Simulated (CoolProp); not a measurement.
Sulfur dioxide along the isobar 222 bar: fugacity coefficient from the reference equation and from simpler models built on Tc = 430.6 K, pc = 78.87 bar, ω = 0.256; each cubic takes its own stable root.

The numbers come from the reference Helmholtz-energy equation of state, Gao 2016 in CoolProp.

```tsv
T (K)	phase	reference
266.1	liquid	0.007799
284.1	liquid	0.01556
302.1	liquid	0.02799
320.1	liquid	0.04628
338.1	liquid	0.07133
356.1	liquid	0.1037
374.1	liquid	0.1434
392.1	liquid	0.1900
410.1	liquid	0.2426
428.1	liquid	0.2999
```

How far does each simpler model (Redlich-Kwong, Soave-Redlich-Kwong) lie from the reference over these 10 states: mean and median of the absolute difference, and the worst?


- Redlich-Kwong: mean 42.7 %, median 35.6 %, worst +99.9 % at 266.1 K and 222 bar
- Soave-Redlich-Kwong: mean 6.7 %, median 7.1 %, worst +7.5 % at 392.1 K and 222 bar
